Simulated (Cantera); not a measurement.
Charge: 1 mol SiO₂, 19 mol CO, 0.38 mol N₂, at 29.3 Torr.

Equilibrium computed with Cantera from the NASA thermochemical tables; the gas is ideal and each condensed phase is pure. Candidate condensed phases: C, Si, SiC, SiO₂, Si₂N₂O, Si₃N₄; 34 gas species. The tables hold silica as quartz up to 1696 K and as liquid above; real silica turns to tridymite and cristobalite and melts near 1996 K. Kinetics and transport are ignored.

Question: What share of the Si ends up in condensed phases as a function of T (K), at 800, 1000, 1200, 1400, 1600, 1800, 2000, 2200, 2400, 2600?

Answer: 
```csv
T (K),Si condensed (%),as
800,100.0,SiO₂(α-quartz)
1000,100.0,SiO₂(β-quartz)
1200,100.0,SiO₂(β-quartz)
1400,100.0,SiO₂(β-quartz)
1600,99.1,SiO₂(β-quartz)
1800,92.6,SiO₂(condensed)
2000,61.5,SiO₂(l)
2200,0.0,-
2400,0.0,-
2600,0.0,-
```
